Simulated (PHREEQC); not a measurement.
1 kg of water holding 0.26 mol/kgw K2SO4, 0.0089 mol/kgw NaCl and 0.0081 mol/kgw Na2SO4 is evaporated at 25 °C; the solids stay in contact with the brine. The system is closed to CO2. Solids allowed: Arcanite, Glaserite, Halite, Mirabilite, Misenite, Sylvite, Thenardite. Others were left out.

Computed with PHREEQC (Pitzer model, pitzer.dat).

Question: Predict ionic strength at water left (kg) = 0.2533, 0.03564, 0.01979, 0.01337.

Answer: 
| water left (kg) | ionic strength |
|---|---|
| 0.2533 | 2.07 |
| 0.03564 | 3.02 |
| 0.01979 | 3.82 |
| 0.01337 | 3.76 |
